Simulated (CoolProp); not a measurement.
A closed Brayton cycle with carbon dioxide: compressor inlet 325.15 K and 10 MPa, high pressure 34.2 MPa, turbine inlet 955 K, compressor efficiency 0.89, turbine efficiency 0.85, recuperator effectiveness 0 (on enthalpy, no pinch check). Each further row changes one setting.

Computed with CoolProp (reference Helmholtz-energy equation of state, Span 1996).

```
case                           thermal efficiency (%)  net work (kJ/kg)  compressor to turbine work  compressor exit (K)  turbine exit (K)
-----------------------------  ----------------------  ----------------  --------------------------  -------------------  ----------------
as stated                                        16.4               122                        0.31                407.1             803.0
turbine inlet 905 K                              16.4               112                        0.33                407.1             757.9
compressor inlet 335.15 K                        16.0               112                        0.37                433.4             803.0
high pressure 29.1 MPa                           14.6               110                        0.29                396.0             822.1
recuperator effectiveness 0.5                    23.9               122                        0.31                407.1             803.0
```
